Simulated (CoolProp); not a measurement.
Saturation properties of n-nonane.

Computed with CoolProp (reference Helmholtz-energy equation of state, Lemmon 2006). It is a short technical equation, of lower accuracy than the large ones.

```csv
T (K),p (MPa),enthalpy of vaporisation (kJ/kg),surface tension (mN/m),liquid viscosity (µPa s),liquid conductivity (mW/(m K))
286,0.0002595,369.6,23.5,[?],130
307.3,0.001012,357.4,21.5,584,124
328.7,0.003203,345.3,19.5,462,118
350.1,0.008539,333.2,17.6,376,113
371.5,0.01983,320.9,15.6,313,108
392.9,0.04117,308.2,13.8,264,104
414.3,0.07800,[?],11.9,224,99.5
435.7,[?],280.6,10.2,191,95.4
457.1,0.2262,265.2,8.49,[?],91.5
478.5,[?],248.2,6.85,140,87.7
499.9,0.5322,229.1,5.30,119,83.9
521.3,0.7706,[?],3.84,99.3,80.0
542.7,1.083,180.1,2.48,81.5,76.0
564.1,1.488,[?],1.27,63.9,71.6
```

Complete the blanks.


- 286, liquid viscosity (µPa s): 770
- 414.3, enthalpy of vaporisation (kJ/kg): 294.8
- 435.7, p (MPa): 0.1370
- 457.1, liquid viscosity (µPa s): 164
- 478.5, p (MPa): 0.3545
- 521.3, enthalpy of vaporisation (kJ/kg): 206.9
- 564.1, enthalpy of vaporisation (kJ/kg): 144.8

It boils at 423.9 K under 1 atm.

Viscosity comes from a separate model (Huber 2004). Thermal conductivity comes from a separate model (Huber 2005). Surface tension comes from a separate correlation (Mulero 2012).
